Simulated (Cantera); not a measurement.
A perfectly stirred reactor is fed with C2H6 : N2 = 1 : 3.5 (molar parts), at 13300 Pa; it is held at 1298 K, and followed from long to short residence time.

Detailed kinetics in Cantera: GRI-Mech 3.0 (53 species, 325 reactions). GRI-Mech 3.0 stops at C3 and has no aromatics, soot or wall deposition, so with more carbon than oxygen in the feed, carbon stays in small species such as C2H2 where larger ones or solid carbon would form.

Q: What does this change do: temperature 1298 to 1650 K?

A: 
| quantity | before | after |
|---|---|---|
| x(C2H6) at τ = 1.70 s | 0.00133 | 2.63e-5 |
| x(CH3) at τ = 1.70 s | 4.21e-5 | 0.000249 |
| x(H) at τ = 1.70 s | 1.24e-5 | 0.000196 |
| x(C2H) at τ = 1.70 s | 2.69e-9 | 4.41e-7 |
| x(CH4) at τ = 1.70 s | 0.0404 | 0.0179 |
| x(C2H6) at τ = 16.0 ms | 0.0628 | 0.00158 |
| x(CH3) at τ = 16.0 ms | 0.000277 | 0.00207 |
| x(H) at τ = 16.0 ms | 1.97e-5 | 0.000403 |
| x(C2H) at τ = 16.0 ms | 1.45e-9 | 9.60e-7 |
| x(CH4) at τ = 16.0 ms | 0.0343 | 0.0567 |

Q: What does this change do: temperature 1298 to 1125 K?

A: 
```json
[
 {"quantity": "x(C2H6) at τ = 1.70 s", "before": "0.00133", "after": "0.0200"},
 {"quantity": "x(CH3) at τ = 1.70 s", "before": "4.21e-5", "after": "6.62e-6"},
 {"quantity": "x(H) at τ = 1.70 s", "before": "1.24e-5", "after": "1.60e-6"},
 {"quantity": "x(C2H) at τ = 1.70 s", "before": "2.69e-9", "after": "2.16e-11"},
 {"quantity": "x(CH4) at τ = 1.70 s", "before": "0.0404", "after": "0.0260"},
 {"quantity": "x(C2H6) at τ = 16.0 ms", "before": "0.0628", "after": "0.206"},
 {"quantity": "x(CH3) at τ = 16.0 ms", "before": "0.000277", "after": "1.66e-5"},
 {"quantity": "x(H) at τ = 16.0 ms", "before": "1.97e-5", "after": "1.04e-6"},
 {"quantity": "x(C2H) at τ = 16.0 ms", "before": "1.45e-9", "after": "<1e-12"},
 {"quantity": "x(CH4) at τ = 16.0 ms", "before": "0.0343", "after": "0.00104"}
]
```
